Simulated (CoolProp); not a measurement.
Octamethylcyclotetrasiloxane (D4) along the isobar 0.101 MPa: density (kg/m³) from the reference equation and from simpler models built on Tc = 313.4 °C, pc = 1.347 MPa, ω = 0.598; each cubic takes its own stable root.

Computed with CoolProp (reference Helmholtz-energy equation of state, Thol 2015).

| T (°C) | phase | reference |
|---|---|---|
| 279.45 | gas | 6.749 |
| 287.85 | gas | 6.635 |
| 296.35 | gas | 6.523 |
| 304.75 | gas | 6.418 |
| 313.15 | gas | 6.315 |
| 321.55 | gas | 6.217 |
| 330.05 | gas | 6.121 |
| 338.45 | gas | 6.029 |
| 346.85 | gas | 5.940 |

Question: How far does each simpler model (ideal gas, van der Waals, Redlich-Kwong, Soave-Redlich-Kwong, Peng-Robinson) lie from the reference over these 9 states: mean and median of the absolute difference, and the worst?

Answer: 
- ideal gas: mean 2.7 %, median 2.7 %, worst -3.4 % at 279.45 °C and 0.101 MPa
- van der Waals: mean 0.5 %, median 0.4 %, worst -0.8 % at 279.45 °C and 0.101 MPa
- Redlich-Kwong: mean 0.1 %, median 0.1 %, worst -0.3 % at 279.45 °C and 0.101 MPa
- Soave-Redlich-Kwong: mean 0.1 %, median 0.1 %, worst -0.1 % at 279.45 °C and 0.101 MPa
- Peng-Robinson: mean 0.2 %, median 0.2 %, worst +0.2 % at 287.85 °C and 0.101 MPa
